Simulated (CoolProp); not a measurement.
Aqueous potassium formate as a coolant, 26 % by mass, freezing at -16.9 °C, 1 atm.

Model: Melinder's fits for secondary coolants, in CoolProp.

```tsv
T (°C)	Prandtl number	cp (kJ/(kg K))	viscosity (mPa s)	conductivity (W/(m K))
-2.4	16.6	3.228	2.67	0.521
1.1	14.9	3.233	2.41	0.525
4.5	13.5	3.239	2.20	0.530
8	12.2	3.244	2.01	0.534
11.4	11.2	3.250	1.85	0.538
14.9	10.3	3.255	1.71	0.543
18.3	9.46	3.261	1.59	0.547
21.8	8.74	3.266	1.48	0.551
25.2	8.12	3.272	1.38	0.556
28.7	7.55	3.277	1.29	0.560
32.1	7.06	3.283	1.21	0.564
```
